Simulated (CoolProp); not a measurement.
Computed with CoolProp (reference Helmholtz-energy equation of state, Lemmon 2006). It is a short technical equation, of lower accuracy than the large ones.

Give the vapour pressure (kPa), vapour density (kg/m³), liquid cp (kJ/(kg K)), liquid viscosity (µPa s) of saturated hydrogen sulfide at 20.05 °C.


| T (°C) | p (kPa) | vapour density (kg/m³) | liquid cp (kJ/(kg K)) | liquid viscosity (µPa s) |
|---|---|---|---|---|
| 20.05 | 1780 | 29.9 | 2.21 | 130 |

Viscosity comes from a separate model (Quiñones-Cisneros 2012).
